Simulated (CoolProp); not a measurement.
The fluid at 298.15 K and 0.0142 MPa flows at 1.9 m/s in a round tube of 10 mm bore and 1.5 µm roughness, fully developed (64/Re and Nu = 3.66 if laminar; Colebrook and Gnielinski if turbulent). The same conditions are run with several fluids, on thermodynamics alone (safety and materials aside).

Model: reference Helmholtz-energy equation of state of each fluid (methanol: de Reuck 1993; R143a: Lemmon and Jacobsen 2000; dry air: Lemmon 2000), in CoolProp. Blends and air are pseudo-pure fits.

Problem. Rank methanol, R143a, dry air by Reynolds number, highest first.

Solution. R143a (825), methanol (369), dry air (171)

```json
[
 {"fluid": "methanol", "Darcy friction factor": "0.174", "pressure drop (Pa/m)": "5.85", "heat-transfer coefficient (W/(m² K))": "5.53", "mass flow (kg/h)": "0.100"},
 {"fluid": "R143a", "Darcy friction factor": "0.0776", "pressure drop (Pa/m)": "6.76", "heat-transfer coefficient (W/(m² K))": "5.44", "mass flow (kg/h)": "0.259"},
 {"fluid": "dry air", "Darcy friction factor": "0.374", "pressure drop (Pa/m)": "11.2", "heat-transfer coefficient (W/(m² K))": "9.60", "mass flow (kg/h)": "0.0891"}
]
```

Transport values come from each fluid's own correlations; those of R143a are estimates that may be off by 10 % or more.
